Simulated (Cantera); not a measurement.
A closed system holds: 1 mol Si₃N₄, 3.2 mol CO₂, 590 mol N₂, equilibrated at 1350 K and 10.0 Torr.

These are equilibrium values from Cantera (NASA tables, ideal gas, pure condensed phases), not measurements of a reactor. Candidate condensed phases: C, Si, SiC, SiO₂, Si₂N₂O, Si₃N₄; 34 gas species. Mutual solubility and eutectic melting of coexisting phases are not modelled. The tables hold silica as quartz up to 1696 K and as liquid above; real silica turns to tridymite and cristobalite and melts near 1996 K. The numbers say what is thermodynamically allowed, not how fast it happens.

Base state: N₂ 0.995, CO 0.00538 (mole fractions); condensed: SiO₂(β-quartz) + Si₂N₂O(s).

What changes in the equilibrium state with this change: CO₂ from 3.2 to 0.41 mol?


```tsv
species	before	after
N₂	0.995	1.000
CO	0.00538	8.56e-5
SiO₂(β-quartz), mol	1.13	0
Si₂N₂O(s), mol	0.932	0.769
C(graphite), mol	0	0.359
Si₃N₄(s), mol	0	0.487
```
